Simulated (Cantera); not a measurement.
What does this Cantera script print?

```python
import numpy as np
import cantera as ct

gas = ct.Solution("gri30.yaml")
gas.TPX = 525, 25000, {'CH4': 1, 'C2H6': 1, 'C3H8': 0.041, 'O2': 5.82, 'N2': 21.9}
flame = ct.FreeFlame(gas, width=0.11)
flame.set_refine_criteria(ratio=3, slope=0.08, curve=0.16)
flame.transport_model = "mixture-averaged"
flame.solve(loglevel=0, auto=True)
z, T = flame.grid, flame.T
thick = (T[-1] - T[0]) / np.gradient(T, z).max()
show = ['CH4', 'C2H6', 'C3H8', 'C2H4', 'NO', 'C2H2']
print(f"laminar burning velocity  {flame.velocity[0] * 100:.3f} cm/s")
print(f"burnt temperature         {T[-1]:.1f} K")
print(f"thermal thickness         {thick * 1e3:.4f} mm")
print(f"grid points               {len(z)}")
z0 = z[flame.heat_release_rate.argmax()]
print(f"{'z/mm':>9s}{'T/K':>9s}{'u/(m/s)':>9s}" + "".join(f"{s:>11s}" for s in show))
rows = []
for k in (-3, -2, -1.5, -1, -0.5, -0.25, 0, 0.25, 0.5, 1, 2, 4, 8):
    zz = z0 + k * thick
    rows.append([k * thick, np.interp(zz, z, T), np.interp(zz, z, flame.velocity),
                 *(np.interp(zz, z, flame.X[gas.species_index(s)]) for s in show)])
    print(f"{rows[-1][0] * 1e3:9.3f}{rows[-1][1]:9.1f}{rows[-1][2]:9.3f}" + "".join(f"{x:11.3e}" for x in rows[-1][3:]))
```

Output:

```
laminar burning velocity  130.296 cm/s
burnt temperature         2304.9 K
thermal thickness         1.0952 mm
grid points               159
     z/mm      T/K  u/(m/s)        CH4       C2H6       C3H8       C2H4         NO       C2H2
   -3.286    525.1    1.304  3.357e-02  3.358e-02  1.377e-03  6.615e-08  6.990e-11  3.046e-09
   -2.190    525.9    1.308  3.349e-02  3.352e-02  1.375e-03  1.511e-06  1.162e-09  6.715e-08
   -1.643    530.3    1.323  3.331e-02  3.341e-02  1.371e-03  1.168e-05  7.180e-09  5.100e-07
   -1.095    569.9    1.431  3.236e-02  3.284e-02  1.361e-03  1.564e-04  7.771e-08  7.108e-06
   -0.548    912.1    2.339  2.575e-02  2.531e-02  1.233e-03  1.810e-03  1.097e-06  1.250e-04
   -0.274   1320.3    3.455  1.665e-02  1.137e-02  6.059e-04  3.325e-03  2.909e-06  3.842e-04
    0.000   1705.9    4.537  5.418e-03  8.341e-04  2.397e-05  1.665e-03  6.372e-06  6.234e-04
    0.274   1861.2    4.965  6.273e-04  4.608e-06  3.082e-08  1.144e-04  1.100e-05  1.368e-04
    0.548   1895.2    5.044  3.780e-05  5.883e-09  6.569e-12  2.669e-06  1.418e-05  6.467e-06
    1.095   1921.9    5.088  1.433e-07  6.645e-14  7.347e-18  1.981e-09  1.703e-05  9.700e-09
    2.190   1954.6    5.152  1.879e-11  7.499e-20  6.953e-25  4.724e-14  2.030e-05  4.250e-13
    4.381   1999.3    5.252  1.967e-16  6.718e-26  5.613e-33  8.305e-20  2.637e-05  1.448e-18
    8.762   2060.7    5.390  2.367e-17  6.851e-30  6.867e-41  6.548e-26  3.883e-05  7.072e-22
```

Detailed kinetics in Cantera: GRI-Mech 3.0 (53 species, 325 reactions). Burning velocities carry a grid error of a few per cent, more on coarse grids.
